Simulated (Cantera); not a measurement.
An isothermal, constant-pressure homogeneous reactor starts with H₂ : O₂ = 0.25 : 1 (molar parts), equivalence ratio 0.12, at 1100 K and 1400 Pa.

Model: the H2/O2 subset of GRI-Mech 3.0, which has no nitrogen chemistry, integrated in Cantera. Radical loss at walls, strong at low pressure, is not modelled. The temperature is held fixed by assumption; the heat of reaction is taken as removed at once.

One state of this run: x H₂ = 4.94e-9; x O₂ = 0.778; x OH = 5.45e-6; x H = 2.70e-11; x H₂O₂ = 3.45e-10. x: mole fraction; the columns are a selection and need not sum to one.

Task: Which value of t (s) does it belong to?
A. 0.00129
B. 0.0100
C. 6.00e-5
D. 100

Result: D, 100
